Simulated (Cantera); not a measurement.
An isothermal, constant-pressure homogeneous reactor starts with 1.38 % H₂, 98.6 % O₂, equivalence ratio 0.0070, at 1250 K and 1000 Pa.

Computed with Cantera and the H2/O2 subset of GRI-Mech 3.0, which has no nitrogen chemistry. Radical loss at walls, strong at low pressure, is not modelled.

x: mole fraction; the columns are a selection and need not sum to one.

```json
[
 {"t (s)": "9.00e-5", "x H₂": "0.0138", "x O₂": "0.986", "x O": "1.21e-9", "x H": "1.02e-9", "x HO₂": "2.09e-9", "x H₂O₂": "<1e-12", "x OH": "1.15e-9"},
 {"t (s)": "0.000237", "x H₂": "0.0138", "x O₂": "0.986", "x O": "?", "x H": "?", "x HO₂": "?", "x H₂O₂": "<1e-12", "x OH": "?"},
 {"t (s)": "0.000624", "x H₂": "0.0138", "x O₂": "0.986", "x O": "2.68e-8", "x H": "4.93e-9", "x HO₂": "1.45e-8", "x H₂O₂": "5.67e-12", "x OH": "2.11e-8"},
 {"t (s)": "0.00164", "x H₂": "0.0138", "x O₂": "0.986", "x O": "3.45e-7", "x H": "5.01e-8", "x HO₂": "3.87e-8", "x H₂O₂": "3.82e-11", "x OH": "2.53e-7"},
 {"t (s)": "0.00433", "x H₂": "0.0136", "x O₂": "0.986", "x O": "0.000122", "x H": "1.75e-5", "x HO₂": "2.74e-7", "x H₂O₂": "4.36e-10", "x OH": "8.81e-5"},
 {"t (s)": "0.0114", "x H₂": "0.000124", "x O₂": "0.974", "x O": "0.0115", "x H": "0.000790", "x HO₂": "8.03e-7", "x H₂O₂": "2.14e-8", "x OH": "0.00138"},
 {"t (s)": "0.0300", "x H₂": "7.31e-5", "x O₂": "0.974", "x O": "0.0109", "x H": "0.000655", "x HO₂": "7.26e-7", "x H₂O₂": "1.74e-8", "x OH": "0.00121"},
 {"t (s)": "0.0790", "x H₂": "6.28e-5", "x O₂": "0.976", "x O": "0.00931", "x H": "0.000516", "x HO₂": "6.78e-7", "x H₂O₂": "1.71e-8", "x OH": "0.00112"},
 {"t (s)": "0.208", "x H₂": "4.37e-5", "x O₂": "0.979", "x O": "0.00638", "x H": "0.000294", "x HO₂": "5.74e-7", "x H₂O₂": "1.62e-8", "x OH": "0.000936"},
 {"t (s)": "0.548", "x H₂": "2.07e-5", "x O₂": "0.983", "x O": "0.00298", "x H": "9.45e-5", "x HO₂": "3.95e-7", "x H₂O₂": "1.37e-8", "x OH": "0.000646"},
 {"t (s)": "1.44", "x H₂": "6.15e-6", "x O₂": "0.985", "x O": "0.000874", "x H": "1.51e-5", "x HO₂": "1.97e-7", "x H₂O₂": "9.05e-9", "x OH": "0.000353"},
 {"t (s)": "3.80", "x H₂": "1.32e-6", "x O₂": "0.986", "x O": "0.000187", "x H": "1.50e-6", "x HO₂": "7.08e-8", "x H₂O₂": "4.21e-9", "x OH": "0.000164"},
 {"t (s)": "10.0", "x H₂": "?", "x O₂": "0.986", "x O": "?", "x H": "?", "x HO₂": "?", "x H₂O₂": "?", "x OH": "?"}
]
```

Question: Some entries are withheld; supply them.

Answer: 
- 0.000237, x O: 5.30e-9
- 0.000237, x H: 1.76e-9
- 0.000237, x HO₂: 5.52e-9
- 0.000237, x OH: 4.69e-9
- 10.0, x H₂: 2.63e-7
- 10.0, x O: 3.72e-5
- 10.0, x H: 1.33e-7
- 10.0, x HO₂: 2.10e-8
- 10.0, x H₂O₂: 1.44e-9
- 10.0, x OH: 7.32e-5
